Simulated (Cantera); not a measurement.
Charge: 1 mol HgO, 0.85 mol H2, 1.3 mol N2, held at 1125 K and 45.0 mbar.

Method: chemical equilibrium by Gibbs-energy minimisation in Cantera with the NASA 1993 tables (ideal gas, pure condensed phases). Candidate condensed phases: H2O, Hg, HgO; 25 gas species. The numbers say what is thermodynamically allowed, not how fast it happens.

Base state: N2 0.403, Hg 0.310, H2O 0.264, O2 0.0232, NO 2.53e-5 (mole fractions); condensed: gas only.

Task: What changes in the equilibrium state with this change: HgO replaced by Pb?

Result: 
```tsv
species	before	after
N2	0.403	0.602
H2	1.96e-8	0.394
Pb	0	0.00421
Hg	0.310	0
H2O	0.264	0
O2	0.0232	0
NO	2.53e-5	0
Pb(l), mol	0	0.991
```
Further candidate phases: Pb.
